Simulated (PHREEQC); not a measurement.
Consider water at 80 °C with 0.00096 mol Ag2SO4 per kg of water. Closed to the air; pH follows from the charge balance.

Computed with PHREEQC (ion-association model, wateq4f.dat).

```
Property                  Value
--------------  ---------------
pH                         6.36
ionic strength  0.00280 mol/kgw
```

| species | molality | activity | log γ |
|---|---|---|---|
| Ag+ | 0.00188 | 0.00176 | -0.028 |
| SO4-2 | 0.000921 | 0.000713 | -0.111 |
| AgSO4- | 3.87e-5 | 3.63e-5 | -0.028 |
| OH- | 5.95e-7 | 5.57e-7 | -0.028 |
| H+ | 4.66e-7 | 4.39e-7 | -0.026 |
| HSO4- | 1.33e-7 | 1.25e-7 | -0.028 |
| AgOH | 4.02e-9 | 4.02e-9 | 0.000 |

No solid was allowed to form. Constants without temperature data keep their 25 °C values here.
